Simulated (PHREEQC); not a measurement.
A solution holds 0.0032 mol Cu(BF4)2 and 0.08 mol Cu(NO3)2 per kg of water, at 39 °C. Closed to the air; pH follows from the charge balance.

Computed with PHREEQC (ion-association model, phreeqc.dat).

This is a speciation only: nothing precipitates in the calculation.

Question: What pH, specific conductance does the model give?

Answer: pH 2.86; specific conductance 19600 µS/cm.

Question: In which forms is B present?

Answer: BF4- 65 %, H3BO3 23 %, BF3OH- 8.0 %, BF2(OH)2- 4.6 % of the B.

Constants without temperature data keep their 25 °C values here. Real BF4- forms and hydrolyses slowly; the run takes it at equilibrium.
